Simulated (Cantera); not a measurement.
Charge: 1 mol Si3N4, a varied amount of H2O, 460 mol N2, at 702 °C and 13300 Pa.

These are equilibrium values from Cantera (NASA tables, ideal gas, pure condensed phases), not measurements of a reactor. Candidate condensed phases: H2O, Si, SiO2, Si2N2O, Si3N4; 35 gas species. Kinetics and transport are ignored.

Task: Which condensed phases are stable at each of these points (n(H2O) (mol)): 0.035, 0.06, 0.1, 0.18, 0.31, 0.53, 0.92, 1.6, 2.8?

Result: 
```tsv
n(H2O) (mol)	condensed phases	Si condensed (%)
0.035	Si2N2O(s) + Si3N4(s)	100.0
0.06	Si2N2O(s) + Si3N4(s)	100.0
0.1	Si2N2O(s) + Si3N4(s)	100.0
0.18	Si2N2O(s) + Si3N4(s)	100.0
0.31	Si2N2O(s) + Si3N4(s)	100.0
0.53	Si2N2O(s) + Si3N4(s)	100.0
0.92	Si2N2O(s) + Si3N4(s)	100.0
1.6	SiO2(β-quartz) + Si2N2O(s)	100.0
2.8	SiO2(β-quartz) + Si2N2O(s)	100.0
```

From 0.035 mol H2O to 0.92 mol H2O the condensed part is Si2N2O(s) + Si3N4(s). From 1.6 mol H2O to 2.8 mol H2O the condensed part is SiO2(β-quartz) + Si2N2O(s).
